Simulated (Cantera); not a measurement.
Cantera run:

```python
import numpy as np
import cantera as ct

gas_names = """
    B BH BH2 BH3 BN B2 H H2 N NH NH2 NH3 N2 N2H2 N2H4
""".split()
cond_names = """
    B(b) B(L) BN(s)
""".split()


# ... load() reads the species with a 1 bar reference pressure and builds the phases ...
atoms = {
    'B2H6': {'B': 2, 'H': 6},
    'N2': {'N': 2},
    'H2': {'H': 2},
}
top_T = {'BN(s)': 3200}  # K; cautious upper limits of use, not melting points


# ... equilibrate(T, P, feed) seeds the gas with the atoms and calls Mixture.equilibrate('TP', solver="vcs", rtol=1e-11, max_steps=5000) ...
results = []
T = 2173.15  # K
P = 7000  # Pa
for m in [0.24, 0.29, 0.36, 0.44, 0.54, 0.66, 0.81, 1, 1.2, 1.5, 1.8]:
    feed = {'B2H6': 1, 'N2': m, 'H2': 65}  # mol
    mix = equilibrate(T, P, feed)
    results.append((T, P, feed, dict(zip(mix.species_names, mix.species_moles))))

top = {s: max(r[3][s] / sum(r[3][g] for g in gas_names) for r in results) for s in gas_names}
cols = sorted((s for s in top if top[s] > 0.0001), key=lambda s: -top[s])[:9]
seen = [c for c in cond_names if any(r[3].get(c, 0) > 1e-12 for r in results)]
print("log10 of partial pressures in bar; condensed amounts in mol")
print(f"{'n(N2)':>10s}" + "".join(f"{s[:9]:>10s}" for s in cols + seen))
for T, P, feed, n in results:
    ng = sum(n[g] for g in gas_names)
    print(f"{feed['N2']:10.4g}" + "".join(f"{np.log10(max(n[s] / ng * P / 1e5, 1e-99)):10.3f}" for s in cols)
          + "".join(f"{n.get(c, 0):10.4g}" for c in seen))
```

Output:

```
log10 of partial pressures in bar; condensed amounts in mol
     n(N2)        H2        N2         H       BH2      B(b)     BN(s)
      0.24    -1.165    -3.613    -2.899    -4.098     1.918         0
      0.29    -1.165    -3.531    -2.899    -4.099     1.918         0
      0.36    -1.166    -3.437    -2.899    -4.099     1.918         0
      0.44    -1.166    -3.351    -2.899    -4.099     1.918         0
      0.54    -1.167    -3.262    -2.899    -4.100     1.918         0
      0.66    -1.168    -3.176    -2.900    -4.101     1.918         0
      0.81    -1.168    -3.088    -2.900    -4.102     1.918         0
         1    -1.170    -2.998    -2.901    -4.103     1.918         0
       1.2    -1.171    -2.920    -2.902    -4.104     1.918         0
       1.5    -1.171    -2.897    -2.902    -4.105      1.45    0.4682
       1.8    -1.171    -2.897    -2.902    -4.105    0.8499     1.068
```

Cantera equilibrium calculation (NASA polynomials, part measured and part estimated; ideal gas, pure solids and liquids). The feed counts by its element totals alone. Mutual solubility and eutectic melting of coexisting phases are not modelled. The tables' values for BH2 are old estimates; treat these amounts as uncertain. Gases not in the tables: B2H6 and higher boranes.
